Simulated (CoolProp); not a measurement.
Vapour-liquid equilibrium of R13 (1) + R113 (2) at 276.1 K; x and y are mole fractions of (1).

Model: multi-fluid Helmholtz-energy mixture model, Platzer 1990 and Marx 1992; pair parameters Bell 2016, in CoolProp. This equation is an older, rougher fit; its heat capacities, sound speeds and derivatives of the liquid may be far off and weren't checked against measurements.

Question: Give the bubble pressure and the first vapour's composition at x = 0.125, 0.8, 0.875. Is there an azeotrope?

Answer: x = 0.125: 0.3283 MPa, y = 0.946; x = 0.8: 1.633 MPa, y = 0.992; x = 0.875: 1.787 MPa, y = 0.994. No azeotrope shows between x = 0.05 and 0.95.

The pair parameters rest on a limited set of measurements; away from them the model extrapolates. The gap from Raoult's law changes sign with composition, which may be real or a fault of the pair parameters; it wasn't checked against measurements.
